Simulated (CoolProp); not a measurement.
Vapour-liquid equilibrium of benzene (1) + ethylbenzene (2) at 87.9 kPa; x and y are mole fractions of (1).

The numbers come from the multi-fluid Helmholtz-energy mixture model, Thol 2012 and Zhou 2012; pair parameters Bell 2016 in CoolProp.

| x | bubble temperature (°C) | y at the bubble point | dew temperature at overall composition x (°C) | liquid density (mol/L) |
|---|---|---|---|---|
| 0.05 | 126.3 | 0.162 | 129.6 | 7.354 |
| 0.125 | 119.9 | 0.356 | 127.4 | 7.571 |
| 0.2 | 114.0 | 0.505 | 125.1 | 7.791 |
| 0.275 | 108.7 | 0.620 | (withheld) | 8.015 |
| 0.35 | (withheld) | 0.710 | 120.1 | (withheld) |
| 0.425 | 99.4 | 0.780 | 117.3 | (withheld) |
| 0.5 | 95.3 | 0.835 | 114.2 | 8.716 |
| 0.575 | 91.5 | 0.879 | 110.9 | 8.960 |
| 0.65 | 88.0 | 0.913 | 107.1 | 9.212 |
| 0.725 | 84.9 | 0.941 | 102.9 | 9.469 |
| 0.8 | (withheld) | 0.962 | 97.9 | (withheld) |
| 0.875 | 79.4 | 0.979 | 91.8 | 10.01 |
| 0.95 | 77.0 | 0.993 | 83.7 | 10.29 |

**Question.** What belongs in the gaps?

**Answer.** 
- 0.275, dew temperature at overall composition x (°C): 122.7
- 0.35, bubble temperature (°C): 103.8
- 0.35, liquid density (mol/L): 8.244
- 0.425, liquid density (mol/L): 8.477
- 0.8, bubble temperature (°C): 82.0
- 0.8, liquid density (mol/L): 9.734

No azeotrope shows between x = 0.05 and 0.95.

Pair parameters are fitted to limited data, so mixtures are less certain than the pure fluids.
